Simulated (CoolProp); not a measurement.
Vapour-liquid equilibrium of CH2F2 (R32) (1) + R143a (2) at 0.0802 MPa; x and y are mole fractions of (1).

Values from CoolProp's multi-fluid Helmholtz-energy mixture model, Tillner-Roth 1997 and Lemmon and Jacobsen 2000; pair parameters Bell 2016.

```json
[
 {"x": "0.05", "bubble temperature, mixture model (K)": "220.3", "bubble temperature, Raoult's law (K)": "220.9", "y, mixture model": "0.084", "y, Raoult's law": "0.061"},
 {"x": "0.125", "bubble temperature, mixture model (K)": "219.3", "bubble temperature, Raoult's law (K)": "220.5", "y, mixture model": "0.193", "y, Raoult's law": "0.150"},
 {"x": "0.2", "bubble temperature, mixture model (K)": "218.5", "bubble temperature, Raoult's law (K)": "220.2", "y, mixture model": "0.284", "y, Raoult's law": "0.236"},
 {"x": "0.275", "bubble temperature, mixture model (K)": "217.9", "bubble temperature, Raoult's law (K)": "219.8", "y, mixture model": "0.364", "y, Raoult's law": "0.319"},
 {"x": "0.35", "bubble temperature, mixture model (K)": "217.3", "bubble temperature, Raoult's law (K)": "219.5", "y, mixture model": "0.433", "y, Raoult's law": "0.399"},
 {"x": "0.425", "bubble temperature, mixture model (K)": "216.9", "bubble temperature, Raoult's law (K)": "219.2", "y, mixture model": "0.497", "y, Raoult's law": "0.477"},
 {"x": "0.5", "bubble temperature, mixture model (K)": "216.6", "bubble temperature, Raoult's law (K)": "218.9", "y, mixture model": "0.556", "y, Raoult's law": "0.552"},
 {"x": "0.575", "bubble temperature, mixture model (K)": "216.4", "bubble temperature, Raoult's law (K)": "218.6", "y, mixture model": "0.612", "y, Raoult's law": "0.625"},
 {"x": "0.65", "bubble temperature, mixture model (K)": "216.3", "bubble temperature, Raoult's law (K)": "218.3", "y, mixture model": "0.668", "y, Raoult's law": "0.696"},
 {"x": "0.725", "bubble temperature, mixture model (K)": "216.2", "bubble temperature, Raoult's law (K)": "218.0", "y, mixture model": "0.726", "y, Raoult's law": "0.765"},
 {"x": "0.8", "bubble temperature, mixture model (K)": "216.3", "bubble temperature, Raoult's law (K)": "217.7", "y, mixture model": "0.788", "y, Raoult's law": "0.831"},
 {"x": "0.875", "bubble temperature, mixture model (K)": "216.4", "bubble temperature, Raoult's law (K)": "217.5", "y, mixture model": "0.857", "y, Raoult's law": "0.896"},
 {"x": "0.95", "bubble temperature, mixture model (K)": "216.7", "bubble temperature, Raoult's law (K)": "217.2", "y, mixture model": "0.937", "y, Raoult's law": "0.959"}
]
```

The largest gap from Raoult's law is -2.3 K in bubble temperature, at x = 0.5. y crosses x between x = 0.725 and 0.8: the model has an azeotrope there.

The pair parameters rest on a limited set of measurements; away from them the model extrapolates.
